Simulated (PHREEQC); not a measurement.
0.095 g of hydrous ferric oxide (600 m²/g; 0.2 weak and 0.005 strong sites per Fe, Dzombak-Morel constants, diffuse double layer) in 1 kg of water with 0.005 mol/kgw of an inert sodium salt and 0.00065 mmol/kgw BaCl2, at 25 °C; the pH is set by adding NaOH or the inert anion's acid. O2 is buffered at 0.21 atm. CO2 from the air is kept out. Precipitation was switched off in this run.

Base run: PHREEQC, ion-association model, wateq4f.dat. Each further column changes one thing. The table gives surface charge σ (C/m²).

```json
[
 {"pH": "3", "base": "0.303", "background salt from 0.005 to 0.0005 mol/kgw": "___", "oxide from 0.095 to 0.47 g/kgw": "0.305"},
 {"pH": "4.5", "base": "0.131", "background salt from 0.005 to 0.0005 mol/kgw": "0.062", "oxide from 0.095 to 0.47 g/kgw": "0.132"},
 {"pH": "5.5", "base": "0.060", "background salt from 0.005 to 0.0005 mol/kgw": "0.023", "oxide from 0.095 to 0.47 g/kgw": "0.060"},
 {"pH": "7", "base": "0.013", "background salt from 0.005 to 0.0005 mol/kgw": "0.004", "oxide from 0.095 to 0.47 g/kgw": "0.013"},
 {"pH": "8.5", "base": "-0.004", "background salt from 0.005 to 0.0005 mol/kgw": "___", "oxide from 0.095 to 0.47 g/kgw": "-0.004"},
 {"pH": "9.5", "base": "-0.017", "background salt from 0.005 to 0.0005 mol/kgw": "___", "oxide from 0.095 to 0.47 g/kgw": "-0.018"},
 {"pH": "11", "base": "-0.080", "background salt from 0.005 to 0.0005 mol/kgw": "-0.048", "oxide from 0.095 to 0.47 g/kgw": "-0.081"}
]
```

Question: Some entries are withheld; supply them.

Answer: 
- 3, background salt from 0.005 to 0.0005 mol/kgw: 0.240
- 8.5, background salt from 0.005 to 0.0005 mol/kgw: -0.001
- 9.5, background salt from 0.005 to 0.0005 mol/kgw: -0.006

The oxide is taken as insoluble; below pH 4 it would dissolve.
